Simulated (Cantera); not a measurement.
# Thermodynamics of fluorocarbon and chlorocarbon gases, feed CF4 + HCl

Input: 1 mol CF4, 0.093 mol HCl, equilibrated at 3173.15 K and 0.170 bar.

These are equilibrium values from Cantera (NASA tables, ideal gas, pure condensed phases), not measurements of a reactor. Candidate condensed phases: C, C6H6, C7H8, C8H18; 118 gas species. Gases not in the tables: C2F6 and larger saturated fluorocarbons. Kinetics and transport are ignored.

| Property | Result |
|---|---|
| x(F) | 0.675 |
| x(CF2) | 0.172 |
| x(CF) | 0.0903 |
| x(Cl) | 0.0265 |
| x(HF) | 0.0264 |
| x(C3) | 0.00588 |
| x(CF3) | 0.00133 |
| x(C) | 0.00117 |
| x(C2) | 0.000749 |
| gas amount | 3.505 mol |
| log10 activity of C(graphite) (absent) | -0.08 |
